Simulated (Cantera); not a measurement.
A freely propagating, adiabatic, planar premixed flame of 36.1 % H₂, 7.51 % O₂, 36.8 % N₂, 19.5 % H₂O, equivalence ratio 2.4, unburnt at 450 K and 0.300 bar; mixture-averaged transport, grid criteria slope 0.08 and curve 0.16, no radiation.

Model: the H2/O2 subset of GRI-Mech 3.0, which has no nitrogen chemistry, integrated in Cantera. Burning velocities carry a grid error of a few per cent, more on coarse grids.

Question: Predict: laminar burning velocity; thermal thickness; peak x(H₂O₂); peak x(O); peak x(OH).

Answer: 
```json
{
  "laminar_burning_velocity": "242 cm/s",
  "thermal_thickness": "1.74 mm",
  "peak x(H₂O₂)": "2.13e-5",
  "peak x(O)": "0.000858",
  "peak x(OH)": "0.000924"
}
```
